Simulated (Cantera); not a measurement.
# Moist CO burnout

An isothermal, constant-pressure homogeneous reactor starts with CO : O2 : H2O : N2 = 0.0016 : 0.048 : 0.036 : 1 (molar parts), at 1150 K and 33000 Pa.

Detailed kinetics in Cantera: GRI-Mech 3.0 (53 species, 325 reactions).

```json
[
 {"t (s)": "0.000200", "x CO": "0.00147", "x O2": "0.0442", "x H2O": "0.0332", "x OH": "3.19e-11", "x NO": "<1e-12"},
 {"t (s)": "0.000709", "x CO": "0.00147", "x O2": "0.0442", "x H2O": "0.0332", "x OH": "2.71e-10", "x NO": "<1e-12"},
 {"t (s)": "0.00251", "x CO": "0.00147", "x O2": "0.0442", "x H2O": "0.0332", "x OH": "3.97e-9", "x NO": "<1e-12"},
 {"t (s)": "0.00892", "x CO": "0.00147", "x O2": "0.0442", "x H2O": "0.0332", "x OH": "2.59e-6", "x NO": "<1e-12"},
 {"t (s)": "0.0316", "x CO": "0.000342", "x O2": "0.0436", "x H2O": "0.0331", "x OH": "6.54e-5", "x NO": "1.24e-9"},
 {"t (s)": "0.112", "x CO": "2.73e-5", "x O2": "0.0435", "x H2O": "0.0332", "x OH": "2.05e-5", "x NO": "1.64e-9"},
 {"t (s)": "0.398", "x CO": "1.65e-6", "x O2": "0.0435", "x H2O": "0.0332", "x OH": "6.53e-6", "x NO": "1.75e-9"},
 {"t (s)": "1.41", "x CO": "5.73e-8", "x O2": "0.0435", "x H2O": "0.0332", "x OH": "2.40e-6", "x NO": "1.81e-9"},
 {"t (s)": "5.00", "x CO": "5.57e-10", "x O2": "0.0435", "x H2O": "0.0332", "x OH": "1.13e-6", "x NO": "1.83e-9"}
]
```
x: mole fraction; the columns are a selection and need not sum to one.

Equilibrium at this temperature and pressure: CO 6.33e-11, O2 0.0435, H2O 0.0332, OH 7.58e-7, NO 6.50e-5 (gas phase only).
